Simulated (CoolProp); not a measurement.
20 sccm (0 °C, 1 atm) of nitrogen bubbles through liquid dimethyl carbonate at 309.3 K and leaves saturated at a total pressure of 0.15 MPa (ideal gas phase). Each further row changes one setting.

Computed with CoolProp (reference Helmholtz-energy equation of state, Zhou 2011).

```tsv
case	vapour pressure (kPa)	mole fraction of vapour	delivery (mg/min)	delivery (sccm)	change of delivery for a bath 1 K warmer (%)
as stated	12.6	(withheld)	7.34	(withheld)	5.2
bath temperature 314.3 K	15.8	0.105	9.47	2.36	5.2
total pressure 0.3 MPa	12.6	0.0419	(withheld)	0.874	5.0
```

Problem. Some entries are withheld; supply them.

Solution. 
- as stated, mole fraction of vapour: 0.0837
- as stated, delivery (sccm): 1.83
- total pressure 0.3 MPa, delivery (mg/min): 3.51
